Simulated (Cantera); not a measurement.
# TiO₂ + CH₄ + H₂ (carbothermic reduction)

A closed system holds: 1 mol TiO₂, a varied amount of CH₄, 0.12 mol H₂, equilibrated at 2000 K and 0.133 bar.

Cantera equilibrium calculation (NASA polynomials, part measured and part estimated; ideal gas, pure solids and liquids). Candidate condensed phases: C, C₆H₆, C₇H₈, C₈H₁₈, H₂O, Ti, TiC, TiO, TiO₂, Ti₂O₃, Ti₃O₅, Ti₄O₇; 113 gas species. Mutual solubility and eutectic melting of coexisting phases are not modelled. TiC, TiO: taken at fixed stoichiometry. Condensed phases not in the tables: solid solutions among these carbides, nitrides and lower oxides. Rates play no part.

| n(CH₄) (mol) | x H₂ | x CO | x H₂O | x H | x CO₂ | n Ti₃O₅(s) | n Ti₂O₃(s) | n TiC(s) | n TiO(s) |
|---|---|---|---|---|---|---|---|---|---|
| 0.3 | 0.673 | 0.291 | 0.0298 | 0.00365 | 0.00281 | 0.333 | 0 | 0 | 0 |
| 0.37 | 0.694 | 0.300 | 0.00235 | 0.00371 | 0.000222 | 0.254 | 0.120 | 0 | 0 |
| 0.45 | 0.688 | 0.305 | 0.00234 | 0.00370 | 0.000226 | 0.0925 | 0.361 | 0 | 0 |
| 0.55 | 0.693 | 0.303 | 0.000210 | 0.00371 | 2.01e-5 | 0 | 0.485 | 0.0178 | 0.0119 |
| 0.68 | 0.693 | 0.303 | 0.000210 | 0.00371 | 2.01e-5 | 0 | 0.388 | 0.0344 | 0.189 |
| 0.83 | 0.693 | 0.303 | 0.000210 | 0.00371 | 2.01e-5 | 0 | 0.276 | 0.0535 | 0.394 |
| 1 | 0.693 | 0.303 | 0.000210 | 0.00371 | 2.01e-5 | 0 | 0.150 | 0.0752 | 0.626 |
| 1.3 | 0.700 | 0.297 | 0.000210 | 0.00373 | 1.94e-5 | 0 | 0 | 0.150 | 0.850 |
| 1.5 | 0.711 | 0.285 | 0.000209 | 0.00375 | 1.84e-5 | 0 | 0 | 0.250 | 0.749 |
| 1.9 | 0.727 | 0.269 | 0.000208 | 0.00380 | 1.68e-5 | 0 | 0 | 0.451 | 0.549 |
| 2.3 | 0.738 | 0.258 | 0.000207 | 0.00382 | 1.58e-5 | 0 | 0 | 0.651 | 0.349 |
x: gas mole fraction; n: condensed amount in mol.

At 0.3 mol CH₄ the condensed part is Ti₃O₅(s). From 0.37 mol CH₄ to 0.45 mol CH₄ the condensed part is Ti₂O₃(s) + Ti₃O₅(s). From 0.55 mol CH₄ to 1 mol CH₄ the condensed part is TiC(s) + TiO(s) + Ti₂O₃(s). From 1.3 mol CH₄ to 2.3 mol CH₄ the condensed part is TiC(s) + TiO(s). The main Ti-bearing gas is TiO₂ at 0.3 mol CH₄ and TiO at 2.3 mol CH₄.
